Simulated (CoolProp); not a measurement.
The fluid at 293.15 K and 0.319 MPa flows at 0.25 m/s in a round tube of 20 mm bore and 45 µm roughness, fully developed (64/Re and Nu = 3.66 if laminar; Colebrook and Gnielinski if turbulent). The same conditions are run with several fluids, on thermodynamics alone (safety and materials aside).

Values from CoolProp's reference Helmholtz-energy equation of state of each fluid (ammonia: Gao 2020; R13: Platzer 1990; R404A: Lemmon 2003; carbon dioxide: Span 1996). The equations of Platzer and Polt are older, rougher fits. Blends and air are pseudo-pure fits.

| fluid | Reynolds number | Darcy friction factor | pressure drop (Pa/m) | heat-transfer coefficient (W/(m² K)) | mass flow (kg/h) |
|---|---|---|---|---|---|
| ammonia | 1170 | 0.0545 | 0.197 | 4.53 | 0.654 |
| R13 | 4990 | 0.0399 | 0.879 | 10.8 | 3.99 |
| R404A | 5620 | 0.0387 | 0.820 | 13.8 | 3.83 |
| carbon dioxide | 1990 | 0.0321 | 0.294 | 3.00 | 1.66 |

Transport values come from each fluid's own correlations; those of R13 are estimates that may be off by 10 % or more.
